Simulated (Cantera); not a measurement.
Mixture: 1.80 % C₃H₈, 20.9 % O₂, 77.3 % N₂, equivalence ratio 0.43, at 1.00 bar, adiabatic and at constant pressure. Ignition delay is the time to a rise of 400 K.

Detailed kinetics in Cantera: GRI-Mech 3.0 (53 species, 325 reactions). GRI-Mech 3.0 was tuned for natural gas; its chemistry of propane as a main component is partial and can be far from experiment.

Problem. Predict: delay at 1075 K; delay at 1225 K; delay at 1375 K; delay at 1525 K; delay at 1675 K; apparent activation energy between 1600 and 1750 K.

Solution. 
```
Item                                                    Value
--------------------------------------------------  ---------
delay at 1075 K                                       86.7 ms
delay at 1225 K                                       3.33 ms
delay at 1375 K                                      0.287 ms
delay at 1525 K                                       60.2 µs
delay at 1675 K                                       24.2 µs
apparent activation energy between 1600 and 1750 K  98 kJ/mol
```
